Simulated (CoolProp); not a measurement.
Vapour-liquid equilibrium of R125 (1) + R134a (2) at 0.158 MPa; x and y are mole fractions of (1).

Computed with CoolProp (multi-fluid Helmholtz-energy mixture model, Lemmon 2005 and Tillner-Roth 1994; pair parameters Lemmon 2004).

### Question
Give the bubble temperature and the first vapour's composition at x = 0.5, 0.65, 0.875. Is there an azeotrope?

### Answer
x = 0.5: 243.2 K, y = 0.718; x = 0.65: 240.2 K, y = 0.825; x = 0.875: 236.4 K, y = 0.947. No azeotrope shows between x = 0.05 and 0.95.

The pair parameters rest on a limited set of measurements; away from them the model extrapolates.
